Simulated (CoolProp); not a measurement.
A simple Rankine cycle with R152A: condensing at 311.15 K, boiler at 2.74 MPa, turbine inlet 400.7 K, turbine efficiency 0.8, pump efficiency 0.8, no recuperator. Each further row changes one setting.

Model: reference Helmholtz-energy equation of state, Outcalt 1996, in CoolProp. It is a modified Benedict-Webb-Rubin equation, recast in Helmholtz form.

```json
[
 {"case": "as stated", "thermal efficiency (%)": "9.6", "net work (kJ/kg)": "33.2", "heat in (kJ/kg)": "347", "turbine exit temperature (K)": "349.8", "volume ratio over the turbine": "…"},
 {"case": "turbine inlet 420.7 K", "thermal efficiency (%)": "9.7", "net work (kJ/kg)": "36.8", "heat in (kJ/kg)": "379", "turbine exit temperature (K)": "…", "volume ratio over the turbine": "3.14"},
 {"case": "condensing temperature 303.15 K", "thermal efficiency (%)": "11.0", "net work (kJ/kg)": "…", "heat in (kJ/kg)": "361", "turbine exit temperature (K)": "341.5", "volume ratio over the turbine": "3.96"},
 {"case": "boiler pressure 1.92 MPa", "thermal efficiency (%)": "7.0", "net work (kJ/kg)": "25.5", "heat in (kJ/kg)": "…", "turbine exit temperature (K)": "…", "volume ratio over the turbine": "2.19"},
 {"case": "turbine efficiency 0.7", "thermal efficiency (%)": "…", "net work (kJ/kg)": "…", "heat in (kJ/kg)": "347", "turbine exit temperature (K)": "…", "volume ratio over the turbine": "3.24"}
]
```

Task: What belongs in the gaps?

Result: 
- as stated, volume ratio over the turbine: 3.19
- turbine inlet 420.7 K, turbine exit temperature (K): 371.6
- condensing temperature 303.15 K, net work (kJ/kg): 39.8
- boiler pressure 1.92 MPa, heat in (kJ/kg): 362
- boiler pressure 1.92 MPa, turbine exit temperature (K): 367.8
- turbine efficiency 0.7, thermal efficiency (%): 8.3
- turbine efficiency 0.7, net work (kJ/kg): 28.7
- turbine efficiency 0.7, turbine exit temperature (K): 353.3
